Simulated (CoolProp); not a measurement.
Vapour pressure (kPa) of c-C4F8 (RC318): the reference equation beside estimates from Tc = 115.2 °C, pc = 2778 kPa, ω = 0.355. Clausius-Clapeyron is anchored at -12.45 °C with a constant enthalpy of vaporisation of 23.82 kJ/mol.

The numbers come from the reference Helmholtz-energy equation of state, Platzer 1990 in CoolProp. This equation is an older, rougher fit; its heat capacities, sound speeds and derivatives of the liquid may be far off and weren't checked against measurements.

```csv
T (°C),reference,Clausius-Clapeyron,Redlich-Kwong
-22.15,49.22,50.28,119.2
-12.45,76.88,76.88,(withheld)
-2.85,115.1,113.6,231.3
6.85,167.4,164.0,310.0
16.55,236.4,231.0,406.2
26.25,325.2,318.2,521.7
35.85,436.0,428.4,656.9
45.55,574.6,568.1,816.3
55.25,743.8,740.9,1000
64.95,947.7,951.6,1210
74.65,1191,(withheld),1448
84.25,1475,1504,1713
93.95,1812,1859,2010
103.65,2208,(withheld),2340
```

Complete the blanks.


- -12.45, Redlich-Kwong: 168.8
- 74.65, Clausius-Clapeyron: 1205
- 103.65, Clausius-Clapeyron: 2272

Absolute difference from the reference over all 14 rows, mean and median: Clausius-Clapeyron 1.6 and 1.9 %, Redlich-Kwong 56.4 and 46.4 %.
